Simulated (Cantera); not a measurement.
Equilibrium for chlorosilane synthesis and conversion: SiCl4 + Cl2 + H2

Charge: 1 mol SiCl4, a varied amount of Cl2, 3.2 mol H2, equilibrated at 1373.15 K and 1350 Torr.

Cantera equilibrium calculation (NASA polynomials, part measured and part estimated; ideal gas, pure solids and liquids). Candidate condensed phases: Si; 19 gas species. The tables' values for SiCl3 are old estimates; treat these amounts as uncertain. Equilibrium is a limit: real reactors are often held back by kinetics, nucleation or transport.

From 0.5 mol Cl2 to 2.8 mol Cl2 nothing is condensed. The main Si-bearing gas is SiCl4 throughout.

| n(Cl2) (mol) | x HCl | x H2 | x SiCl4 | x SiHCl3 | x SiCl3 | x SiCl2 |
|---|---|---|---|---|---|---|
| 0.5 | 0.256 | 0.534 | 0.170 | 0.0225 | 0.0129 | 0.00449 |
| 0.88 | 0.369 | 0.435 | 0.173 | 0.0129 | 0.00816 | 0.00178 |
| 1.3 | 0.485 | 0.333 | 0.168 | 0.00730 | 0.00528 | 0.000768 |
| 1.6 | 0.560 | 0.268 | 0.163 | 0.00492 | 0.00397 | 0.000449 |
| 2 | 0.650 | 0.189 | 0.155 | 0.00285 | 0.00274 | 0.000224 |
| 2.4 | 0.730 | 0.119 | 0.148 | 0.00152 | 0.00184 | 0.000106 |
| 2.8 | 0.801 | 0.0559 | 0.141 | 0.000623 | 0.00110 | 3.97e-5 |
x: gas mole fraction; nothing condenses.
